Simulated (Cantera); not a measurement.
A perfectly stirred reactor is fed with 7.14 % C2H6, 92.9 % N2, at 2.70 Torr; it is held at 1275 K, and followed from long to short residence time.

Computed with Cantera and GRI-Mech 3.0 (53 species, 325 reactions). GRI-Mech 3.0 stops at C3 and has no aromatics, soot or wall deposition, so with more carbon than oxygen in the feed, carbon stays in small species such as C2H2 where larger ones or solid carbon would form. Radical loss at walls, strong at low pressure, is not modelled.

One state of this run: x C2H6 = 0.0142; x CH2 = 1.84e-7; x C2H2 = 0.0143; x H = 3.79e-5; x CH3 = 0.000620; x CH4 = 0.0205. x: mole fraction; the columns are a selection and need not sum to one.

Question: Which value of τ (s) does it belong to?
(A) 1.3
(B) 0.0019
(C) 0.57
(D) 0.25

Answer: C, 0.57
